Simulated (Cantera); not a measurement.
What does this Cantera script print?

```python
import numpy as np
import cantera as ct

gas = ct.Solution("gri30.yaml")
gas.TPX = 400, 27000, {'C2H6': 1, 'O2': 5.83, 'N2': 21.9, 'H2O': 8.5}
inlet = ct.Reservoir(gas, clone=True)
gas.equilibrate("HP")  # start burning
reactor = ct.IdealGasConstPressureReactor(gas, energy="on", clone=False)
exhaust = ct.Reservoir(gas, clone=True)
tau = [0.078, 0.033, 0.014, 0.0058, 0.0025, 0.001, 0.00044, 0.00018, 7.8e-05, 3.3e-05, 1.4e-05][0]
for a, b in ((inlet, reactor), (reactor, exhaust)):
    ct.MassFlowController(a, b, mdot=lambda t: reactor.mass / tau)
net = ct.ReactorNet([reactor])
show = ['C2H6', 'O2', 'H2O', 'C2H', 'C2H2']

rows = []
print(f"{'tau/s':>10s}{'T/K':>9s}" + "".join(f"{s:>11s}" for s in show))
for tau in [0.078, 0.033, 0.014, 0.0058, 0.0025, 0.001, 0.00044, 0.00018, 7.8e-05, 3.3e-05, 1.4e-05]:
    net.initial_time = 0.0
    net.advance(30 * tau)
    before = gas.X
    net.advance(40 * tau)
    drift = np.max(np.abs(gas.X - before) / (gas.X + 1e-9))
    rows.append([gas.T, *gas[show].X, drift])
    print(f"{tau:10.3e}{gas.T:9.1f}" + "".join(f"{x:11.3e}" for x in gas[show].X))
```

It prints:

```
     tau/s      T/K       C2H6         O2        H2O        C2H       C2H2
 7.800e-02   1437.0  7.387e-06  6.211e-02  3.031e-01  9.804e-10  5.492e-06
 3.300e-02   1426.1  1.357e-05  6.255e-02  3.022e-01  1.266e-09  6.047e-06
 1.400e-02   1408.3  2.609e-05  6.342e-02  3.011e-01  1.456e-09  6.433e-06
 5.800e-03   1375.9  5.753e-05  6.535e-02  2.993e-01  1.465e-09  7.069e-06
 2.500e-03    400.0  2.686e-02  1.566e-01  2.283e-01 -2.080e-52 -1.366e-19
 1.000e-03    400.0  2.686e-02  1.566e-01  2.283e-01  7.939e-59 -1.321e-22
 4.400e-04    400.0  2.686e-02  1.566e-01  2.283e-01  5.354e-61 -8.342e-24
 1.800e-04    400.0  2.686e-02  1.566e-01  2.283e-01  2.921e-63 -5.269e-25
 7.800e-05    400.0  2.686e-02  1.566e-01  2.283e-01 -8.748e-64 -3.328e-26
 3.300e-05    400.0  2.686e-02  1.566e-01  2.283e-01 -4.689e-67 -2.102e-27
 1.400e-05    400.0  2.686e-02  1.566e-01  2.283e-01 -9.724e-69 -1.328e-28
```

Computed with Cantera and GRI-Mech 3.0 (53 species, 325 reactions).
